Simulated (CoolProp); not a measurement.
Vapour-liquid equilibrium of CHF3 (R23) (1) + propylene (2) at 225.8 K; x and y are mole fractions of (1).

Model: multi-fluid Helmholtz-energy mixture model, Penoncello 2003 and Lemmon 2013; pair parameters Bell 2016, in CoolProp.

Give the bubble pressure and the first vapour's composition at x = 0.5, 0.8, 0.95. Is there an azeotrope?

x = 0.5: 444.2 kPa, y = 0.828; x = 0.8: 502.7 kPa, y = 0.894; x = 0.95: 527.5 kPa, y = 0.962. No azeotrope shows between x = 0.05 and 0.95.

The pair parameters rest on a limited set of measurements; away from them the model extrapolates. With so large a gap from Raoult's law the liquid may split in two, which this calculation doesn't test in full.
